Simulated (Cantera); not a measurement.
A freely propagating, adiabatic, planar premixed flame of 2.90 % CH4, 2.76 % C2H6, 19.8 % O2, 74.5 % N2, equivalence ratio 0.78, unburnt at 425 K and 0.987 atm; multicomponent transport, grid criteria slope 0.08 and curve 0.16, no radiation.

Computed with Cantera and GRI-Mech 3.0 (53 species, 325 reactions). Burning velocities carry a grid error of a few per cent, more on coarse grids.

Task: Predict: laminar burning velocity; thermal thickness; peak x(CH3); peak x(H2).

Result: 
| Property | Value |
|---|---|
| laminar burning velocity | 54.8 cm/s |
| thermal thickness | 0.423 mm |
| peak x(CH3) | 0.00143 |
| peak x(H2) | 0.0103 |
